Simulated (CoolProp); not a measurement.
Vapour-liquid equilibrium of R114 (1) + benzene (2) at 100.95 °C; x and y are mole fractions of (1).

Model: multi-fluid Helmholtz-energy mixture model, Platzer 1990 and Thol 2012; pair parameters Bell 2016, in CoolProp. This equation is an older, rougher fit; its heat capacities, sound speeds and derivatives of the liquid may be far off and weren't checked against measurements.

**Question.** Give the bubble pressure and the first vapour's composition at x = 0.65, 0.85, 0.95. Is there an azeotrope?

**Answer.** x = 0.65: 1.078 MPa, y = 0.886; x = 0.85: 1.272 MPa, y = 0.943; x = 0.95: 1.385 MPa, y = 0.979. No azeotrope shows between x = 0.05 and 0.95.

Pair parameters are fitted to limited data, so mixtures are less certain than the pure fluids.
